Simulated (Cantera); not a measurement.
Cantera run:

```python
import numpy as np
import cantera as ct

gas_names = """
    AL ALCL ALCL2 ALCL3 ALN AL2 AL2CL6 CL CL2 N N2
""".split()
cond_names = """
    AL(cr) AL(L) ALCL3(s) ALCL3(L) ALN(s)
""".split()


# ... load() reads the species with a 1 bar reference pressure and builds the phases ...
atoms = {
    'AlN': {'AL': 1, 'N': 1},
    'Cl2': {'CL': 2},
}
top_T = {'ALN(s)': 2750}  # K; cautious upper limits of use, not melting points


# ... equilibrate(T, P, feed) seeds the gas with the atoms and calls Mixture.equilibrate('TP', solver="vcs", rtol=1e-11, max_steps=5000) ...
results = []
T = 1398.15  # K
P = 56000  # Pa
for m in [3, 4.2, 5.8, 8, 11, 15, 21]:
    feed = {'AlN': 1, 'Cl2': m}  # mol
    mix = equilibrate(T, P, feed)
    results.append((T, P, feed, dict(zip(mix.species_names, mix.species_moles))))
    x = sorted(zip(gas.X, gas.species_names), reverse=True)
    print(f"T = {T:g} K  P = {P:g} Pa  n(Cl2) = {m:g} mol  gas = {mix.phase_moles(0):.4g} mol")
    print("   x: " + "  ".join(f"{s} {v:.3e}" for v, s in x if v > 1e-05))
    print("   condensed (mol): " + ("  ".join(f"{mix.phase(i).name} {mix.phase_moles(i):.4g}"
          for i in range(1, mix.n_phases) if mix.phase_moles(i) > 1e-12) or "none"))
```

Result:

```
T = 1398.15 K  P = 56000 Pa  n(Cl2) = 3 mol  gas = 3.039 mol
   x: CL2 4.806e-01  ALCL3 3.288e-01  N2 1.645e-01  CL 2.596e-02  AL2CL6 1.293e-04
   condensed (mol): none
T = 1398.15 K  P = 56000 Pa  n(Cl2) = 4.2 mol  gas = 4.262 mol
   x: CL2 6.187e-01  ALCL3 2.345e-01  N2 1.173e-01  CL 2.946e-02  AL2CL6 6.578e-05
   condensed (mol): none
T = 1398.15 K  P = 56000 Pa  n(Cl2) = 5.8 mol  gas = 5.893 mol
   x: CL2 7.139e-01  ALCL3 1.696e-01  N2 8.485e-02  CL 3.164e-02  AL2CL6 3.443e-05
   condensed (mol): none
T = 1398.15 K  P = 56000 Pa  n(Cl2) = 8 mol  gas = 8.135 mol
   x: CL2 7.825e-01  ALCL3 1.229e-01  N2 6.147e-02  CL 3.313e-02  AL2CL6 1.807e-05
   condensed (mol): none
T = 1398.15 K  P = 56000 Pa  n(Cl2) = 11 mol  gas = 11.19 mol
   x: CL2 8.318e-01  ALCL3 8.934e-02  N2 4.468e-02  CL 3.415e-02
   condensed (mol): none
T = 1398.15 K  P = 56000 Pa  n(Cl2) = 15 mol  gas = 15.27 mol
   x: CL2 8.669e-01  ALCL3 6.549e-02  CL 3.487e-02  N2 3.275e-02
   condensed (mol): none
T = 1398.15 K  P = 56000 Pa  n(Cl2) = 21 mol  gas = 21.38 mol
   x: CL2 8.944e-01  ALCL3 4.677e-02  CL 3.542e-02  N2 2.339e-02
   condensed (mol): none
```

Method: chemical equilibrium by Gibbs-energy minimisation in Cantera with the NASA 1993 tables (ideal gas, pure condensed phases).
